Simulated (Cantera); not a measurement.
Input (Python, Cantera) and output of one run.

```python
import numpy as np
import cantera as ct

gas_names = """
    CL CL2 H HCL H2 Si SiCL SiCL2 SiCL3 SiCL4 SiH SiHCL3 SiH2 SiH2CL2 SiH3 SiH3CL SiH4 Si2 Si3
""".split()
cond_names = """
    Si(cr) Si(L)
""".split()


def load(file, names, dense=False):
    # The tables refer to 1 bar. Condensed volumes are neglected.
    table = {s.name: s for s in ct.Species.list_from_file(file)}
    out = []
    for n in names:
        d = dict(table[n].input_data)
        d["thermo"] = dict(d["thermo"], **{"reference-pressure": 1e5})
        if dense:
            d["equation-of-state"] = {"model": "constant-volume", "density": "1e6 g/cm^3"}
        out.append(ct.Species.from_dict(d))
    return out


gas = ct.Solution(thermo="ideal-gas", species=load("nasa_gas.yaml", gas_names))
cond = {s.name: ct.Solution(thermo="fixed-stoichiometry", species=[s], name=s.name)
        for s in load("nasa_condensed.yaml", cond_names, dense=True)}
atoms = {
    'SiCl4': {'Si': 1, 'CL': 4},
    'HCl': {'H': 1, 'CL': 1},
    'H2': {'H': 2},
}
top_T = {}  # K; cautious upper limits of use, not melting points


def equilibrate(T, P, feed):
    n = {}
    for name, mol in feed.items():
        for a, k in atoms[name].items():
            n[a] = n.get(a, 0.0) + k * mol
    gas.TPX = T, P, n
    mass = sum(n.values()) * gas.mean_molecular_weight
    gas.equilibrate("TP")
    valid = [c for c in cond.values() if c.min_temp <= T <= top_T.get(c.name, c.max_temp)]
    mix = ct.Mixture([(gas, mass / gas.mean_molecular_weight)] + [(c, 0.0) for c in valid])
    mix.T, mix.P = T, P
    mix.equilibrate("TP", solver="vcs", rtol=1e-11, max_steps=5000)
    return mix


results = []
feed = {'SiCl4': 1, 'HCl': 0.2, 'H2': 20}  # mol
P = 6500  # Pa
for T in [800, 900, 1000, 1100, 1200, 1300, 1400, 1500, 1600, 1700]:
    mix = equilibrate(T, P, feed)
    results.append((T, P, feed, dict(zip(mix.species_names, mix.species_moles))))
    x = sorted(zip(gas.X, gas.species_names), reverse=True)
    print(f"T = {T:g} K  P = {P:g} Pa  gas = {mix.phase_moles(0):.4g} mol")
    print("   x: " + "  ".join(f"{s} {v:.3e}" for v, s in x if v > 1e-05))
    print("   condensed (mol): " + ("  ".join(f"{mix.phase(i).name} {mix.phase_moles(i):.4g}"
          for i in range(1, mix.n_phases) if mix.phase_moles(i) > 1e-12) or "none"))
```

Result:

```
T = 800 K  P = 6500 Pa  gas = 21.2 mol
   x: H2 9.403e-01  SiCL4 4.414e-02  HCL 1.248e-02  SiHCL3 3.006e-03  SiH2CL2 1.654e-05
   condensed (mol): none
T = 900 K  P = 6500 Pa  gas = 21.2 mol
   x: H2 9.365e-01  SiCL4 4.037e-02  HCL 1.635e-02  SiHCL3 6.569e-03  SiCL3 1.108e-04  SiH2CL2 1.014e-04  SiCL2 1.448e-05
   condensed (mol): none
T = 1000 K  P = 6500 Pa  gas = 21.22 mol
   x: H2 9.308e-01  SiCL4 3.521e-02  HCL 2.207e-02  SiHCL3 1.047e-02  SiCL3 7.403e-04  SiCL2 3.769e-04  SiH2CL2 3.356e-04
   condensed (mol): none
T = 1100 K  P = 6500 Pa  gas = 21.33 mol
   x: H2 9.186e-01  HCL 3.624e-02  SiCL4 2.862e-02  SiHCL3 1.070e-02  SiCL2 2.912e-03  SiCL3 2.447e-03  SiH2CL2 4.794e-04
   condensed (mol): Si(cr) 0.03689
T = 1200 K  P = 6500 Pa  gas = 21.57 mol
   x: H2 8.972e-01  HCL 6.126e-02  SiCL4 1.906e-02  SiCL2 9.875e-03  SiHCL3 7.595e-03  SiCL3 4.633e-03  SiH2CL2 3.961e-04
   condensed (mol): Si(cr) 0.1035
T = 1300 K  P = 6500 Pa  gas = 21.86 mol
   x: H2 8.749e-01  HCL 8.476e-02  SiCL2 2.190e-02  SiCL4 8.540e-03  SiCL3 5.614e-03  SiHCL3 4.016e-03  SiH2CL2 2.665e-04
   condensed (mol): Si(cr) 0.1182
T = 1400 K  P = 6500 Pa  gas = 22.06 mol
   x: H2 8.614e-01  HCL 9.751e-02  SiCL2 3.257e-02  SiCL3 4.339e-03  SiCL4 2.454e-03  SiHCL3 1.534e-03  SiH2CL2 1.443e-04  H 1.771e-05
   condensed (mol): Si(cr) 0.09445
T = 1500 K  P = 6500 Pa  gas = 22.15 mol
   x: H2 8.567e-01  HCL 1.011e-01  SiCL2 3.829e-02  SiCL3 2.655e-03  SiCL4 5.847e-04  SiHCL3 5.133e-04  SiH2CL2 7.168e-05  H 6.391e-05
   condensed (mol): Si(cr) 0.06713
T = 1600 K  P = 6500 Pa  gas = 22.18 mol
   x: H2 8.556e-01  HCL 1.011e-01  SiCL2 4.118e-02  SiCL3 1.566e-03  H 1.972e-04  SiHCL3 1.793e-04  SiCL4 1.467e-04  SiH2CL2 3.658e-05  CL 1.843e-05  SiCL 1.372e-05
   condensed (mol): Si(cr) 0.04349
T = 1700 K  P = 6500 Pa  gas = 22.19 mol
   x: H2 8.549e-01  HCL 1.008e-01  SiCL2 4.255e-02  SiCL3 9.518e-04  H 5.344e-04  SiHCL3 6.880e-05  CL 4.897e-05  SiCL 4.704e-05  SiCL4 4.191e-05  SiH2CL2 1.969e-05  SiH2 1.213e-05  Si 1.044e-05
   condensed (mol): Si(L) 0.02994
```

Cantera equilibrium calculation (NASA polynomials, part measured and part estimated; ideal gas, pure solids and liquids). The tables' values for SiCl3, SiCl are old estimates; treat these amounts as uncertain. Gases not in the tables: Si2H6 and higher silanes.
